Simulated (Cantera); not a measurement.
Input: 1 mol Pb, 2.5 mol CO₂, 0.59 mol CO, equilibrated at 1275 K and 750 Torr.

Cantera equilibrium calculation (NASA polynomials, part measured and part estimated; ideal gas, pure solids and liquids). Candidate condensed phases: C, Pb, PbO, PbO₂, Pb₃O₄; 15 gas species. Kinetics and transport are ignored.

Base state: CO₂ 0.808, CO 0.191, Pb 0.00189 (mole fractions); condensed: Pb(l).

What changes in the equilibrium state with this change: Pb replaced by Fe?


```json
[
 {"species": "CO", "before": "0.191", "after": "0.515"},
 {"species": "CO₂", "before": "0.808", "after": "0.485"},
 {"species": "Pb", "before": "0.00189", "after": "0"},
 {"species": "Pb(l), mol", "before": "0.994", "after": "0"},
 {"species": "FeO(s), mol", "before": "0", "after": "1.00"}
]
```
The tables' stoichiometric FeO is somewhat more stable than real wüstite, so its field is too wide. FeO: taken at fixed stoichiometry. Further candidate phases: Fe, Fe(CO)₅, FeO, Fe₂O₃, Fe₃O₄.

What changes in the equilibrium state with this change: pressure from 750 Torr to 7.50 Torr?


| species | before | after |
|---|---|---|
| CO₂ | 0.808 | 0.656 |
| Pb | 0.00189 | 0.189 |
| CO | 0.191 | 0.155 |
| Pb₂ | 1.44e-7 | 1.44e-5 |
| PbO | 8.86e-7 | 8.86e-5 |
| Pb(l), mol | 0.994 | 0.281 |
